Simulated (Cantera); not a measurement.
Feed: 1 mol TiO2, 330 mol H2, held at 1950 °C and 1.00 bar.

Equilibrium computed with Cantera from the NASA thermochemical tables; the gas is ideal and each condensed phase is pure. Candidate condensed phases: H2O, Ti, TiO, TiO2, Ti2O3, Ti3O5, Ti4O7; 12 gas species. Rates play no part.

Base state: H2 0.992, H 0.00639, H2O 0.00152, TiO 1.31e-5 (mole fractions); condensed: Ti2O3(l).

Task: What changes in the equilibrium state with this change: temperature from 1950 °C to 1225 °C?

Result: 
| species | before | after |
|---|---|---|
| H2 | 0.992 | 0.999 |
| H2O | 0.00152 | 0.00101 |
| H | 0.00639 | 1.72e-5 |
| TiO | 1.31e-5 | <1e-9 |
| Ti2O3(l), mol | 0.498 | 0 |
| Ti3O5(s), mol | 0 | 0.333 |
